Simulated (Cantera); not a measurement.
**Silicon etching in halogen gases: Si + NF3 + N2**

A closed system holds: 1 mol Si, a varied amount of NF3, 0.3 mol N2, held at 1223 K and 13.3 mbar.

These are equilibrium values from Cantera (NASA tables, ideal gas, pure condensed phases), not measurements of a reactor. Candidate condensed phases: Si, Si3N4; 16 gas species. The tables' values for SiF3, SiF2 are old estimates; treat these amounts as uncertain. Rates play no part.

| n(NF3) (mol) | x SiF4 | x F | x N2 | x F2 | x SiF3 | x SiF2 | n Si3N4(s) |
|---|---|---|---|---|---|---|---|
| 0.53 | 0.705 | <1e-12 | 0.291 | <1e-12 | 0.00335 | 1.64e-5 | 0.201 |
| 0.95 | 0.547 | <1e-12 | 0.450 | <1e-12 | 0.00258 | 1.25e-5 | 0.0956 |
| 1.4 | 0.455 | 0.0903 | 0.455 | 0.000301 | <1e-12 | <1e-12 | 0 |
| 1.8 | 0.279 | 0.380 | 0.335 | 0.00533 | <1e-12 | <1e-12 | 0 |
| 2.2 | 0.202 | 0.506 | 0.283 | 0.00944 | <1e-12 | <1e-12 | 0 |
| 2.6 | 0.158 | 0.577 | 0.253 | 0.0123 | <1e-12 | <1e-12 | 0 |
| 3.1 | 0.124 | 0.631 | 0.230 | 0.0147 | <1e-12 | <1e-12 | 0 |
x: gas mole fraction; n: condensed amount in mol.

From 0.53 mol NF3 to 0.95 mol NF3 the condensed part is Si3N4(s). From 1.4 mol NF3 to 3.1 mol NF3 nothing is condensed. The main Si-bearing gas is SiF4 throughout.
